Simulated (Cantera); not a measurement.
Source: NASA polynomial tables (part measured, part estimated), evaluated in Cantera. Values are per mole of reaction as written; species without (g) are pure solids or liquids, kept so even where they would boil at 1 bar. ZrN: taken at fixed stoichiometry.

2 ZrO2(g) + N2O(g) = 2 ZrN + 5 O(g), with ΔH° = 1006.3 kJ and ΔS° = 116.0 J/K at 300 K.

Question: How far is the shortcut ΔG° ≈ ΔH°(300 K) − T·ΔS°(300 K) from the full temperature-dependent value at 2100, 2175, 2250, 2325, 2400, 2475, 2550 K?

Answer: 
```csv
T (K),shortcut (kJ),full (kJ),difference (kJ),difference in log10 K
2100,762.6,650.3,112.3,-2.79
2175,753.9,634.6,119.4,-2.87
2250,745.2,618.7,126.5,-2.94
2325,736.5,602.7,133.8,-3.01
2400,727.8,586.6,141.2,-3.07
2475,719.1,570.3,148.8,-3.14
2550,710.4,554.0,156.5,-3.20
```
The shortcut ignores the heat-capacity change of the reaction.
